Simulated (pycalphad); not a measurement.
An equivalent pycalphad script:

```python
from pycalphad import Database, equilibrium, calculate, variables as v
import numpy as np
db = Database('COST507.tdb')
comps = ['MG', 'SI', 'AL', 'VA']
phases = ['ALMG_BETA', 'ALMG_EPS', 'ALMG_GAMMA', 'DIAMOND_A4', 'FCC_A1', 'HCP_A3', 'LIQUID', 'MG2SI']
eq = equilibrium(db, comps, phases, {v.X('SI'): 0.0357, v.X('AL'): 0.0383, v.T: np.arange(1650, 349, -50), v.P: 101325, v.N: 1}, output=['HM', 'SM'])
```

Computed with pycalphad from the COST 507 light-alloy database (1999), at 1 atm. No gas phase is included, though pure Mg would boil below 1650 K. These are 1990s assessments: newer ones move some temperatures and phases. Phase fractions are per mole of atoms. Kinetics are ignored, which matters at the lower temperatures.

Results at three of the temperatures:

```
T = 1350.00 K, P = 101325 Pa, N = 1 mol of atoms
G = -78926 J/mol, H = 39713 J/mol, S = 87.88 J/(mol K)  (SER reference)
chemical potentials (J/mol): Mg -76474, Si -114885, Al -104687
phase             fraction      x(Mg)      x(Si)      x(Al)
LIQUID              1.0000     0.9260     0.0357     0.0383
```

```
T = 1050.00 K, P = 101325 Pa, N = 1 mol of atoms
G = -53788 J/mol, H = 29529 J/mol, S = 79.35 J/(mol K)  (SER reference)
chemical potentials (J/mol): Mg -51638, Si -85971, Al -75774
phase             fraction      x(Mg)      x(Si)      x(Al)
LIQUID              1.0000     0.9260     0.0357     0.0383
```

```
T = 800.00 K, P = 101325 Pa, N = 1 mol of atoms
G = -35996 J/mol, H = 11714 J/mol, S = 59.64 J/(mol K)  (SER reference)
chemical potentials (J/mol): Mg -34022, Si -78140, Al -44441
phase             fraction      x(Mg)      x(Si)      x(Al)
HCP_A3              0.8929     0.9571   4.07e-06     0.0429
MG2SI               0.1071     0.6667     0.3333       none
```

Changes of the phase set, refined by bisection:

| T (K) | phases above | phases below |
|---|---|---|
| 1005.3 | liquid | liquid + MG2SI |
| 889.7 | liquid + MG2SI | hcp + liquid + MG2SI |
| 827.9 | hcp + liquid + MG2SI | hcp + MG2SI |
| 528.8 | hcp + MG2SI | ALMG_GAMMA + hcp + MG2SI |

Database names, with the compositions (at.%) that they take in these runs: MG2SI: Mg 67 Si 33; ALMG_GAMMA: Mg 59 Al 41. HCP_A3 is hcp. An entry "none" or "no" means that the model of the phase leaves that element out.
